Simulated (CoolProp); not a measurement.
Values from CoolProp's reference Helmholtz-energy equation of state, Lemmon 2006. It is a short technical equation, of lower accuracy than the large ones.

Question: For nitrous oxide, give the phase and the density (kg/m³), fugacity coefficient at 411.8 K and 10.9 MPa.

Answer: 
- 411.8 K and 10.9 MPa: supercritical; density 175, fugacity coefficient 0.818
